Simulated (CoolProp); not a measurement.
Vapour-liquid equilibrium of R152A (1) + methanol (2) at 270.7 K; x and y are mole fractions of (1).

The numbers come from the multi-fluid Helmholtz-energy mixture model, Outcalt 1996 and de Reuck 1993; pair parameters Bell 2016 in CoolProp.

Task: Give the bubble pressure and the first vapour's composition at x = 0.05, 0.2, 0.65. Is there an azeotrope?

Result: x = 0.05: 60.83 kPa, y = 0.944; x = 0.2: 130.3 kPa, y = 0.974; x = 0.65: 177.0 kPa, y = 0.984. No azeotrope shows between x = 0.05 and 0.95.

Pair parameters are fitted to limited data, so mixtures are less certain than the pure fluids. With so large a gap from Raoult's law the liquid may split in two, which this calculation doesn't test in full.
